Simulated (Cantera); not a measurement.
**Equilibrium for carbothermic reduction: PbO + CH4 + H2**

Charge: 1 mol PbO, 1.2 mol CH4, 0.39 mol H2, held at 27.0 Pa.

Cantera equilibrium calculation (NASA polynomials, part measured and part estimated; ideal gas, pure solids and liquids). Candidate condensed phases: C, C6H6, C7H8, C8H18, H2O, Pb, PbO, PbO2, Pb3O4; 113 gas species. Rates play no part.

From 2100 K to 2550 K the condensed part is C(graphite). The main Pb-bearing gas is Pb throughout.

```json
[
 {"T (K)": "2100", "x H": "0.131", "x H2": "0.478", "x CO": "0.195", "x Pb": "0.195", "x C3": "1.07e-6", "x C2H2 (acetylene)": "0.000691", "n C(graphite)": "0.193"},
 {"T (K)": "2175", "x H": "0.194", "x H2": "0.428", "x CO": "0.188", "x Pb": "0.188", "x C3": "5.36e-6", "x C2H2 (acetylene)": "0.000955", "n C(graphite)": "0.190"},
 {"T (K)": "2250", "x H": "0.273", "x H2": "0.365", "x CO": "0.180", "x Pb": "0.180", "x C3": "2.41e-5", "x C2H2 (acetylene)": "0.00122", "n C(graphite)": "0.185"},
 {"T (K)": "2325", "x H": "0.363", "x H2": "0.294", "x CO": "0.171", "x Pb": "0.171", "x C3": "9.78e-5", "x C2H2 (acetylene)": "0.00144", "n C(graphite)": "0.180"},
 {"T (K)": "2400", "x H": "0.455", "x H2": "0.221", "x CO": "0.161", "x Pb": "0.161", "x C3": "0.000363", "x C2H2 (acetylene)": "0.00154", "n C(graphite)": "0.170"},
 {"T (K)": "2475", "x H": "0.538", "x H2": "0.154", "x CO": "0.152", "x Pb": "0.152", "x C3": "0.00124", "x C2H2 (acetylene)": "0.00150", "n C(graphite)": "0.146"},
 {"T (K)": "2550", "x H": "0.602", "x H2": "0.101", "x CO": "0.145", "x Pb": "0.145", "x C3": "0.00395", "x C2H2 (acetylene)": "0.00134", "n C(graphite)": "0.0766"}
]
```
x: gas mole fraction; n: condensed amount in mol.
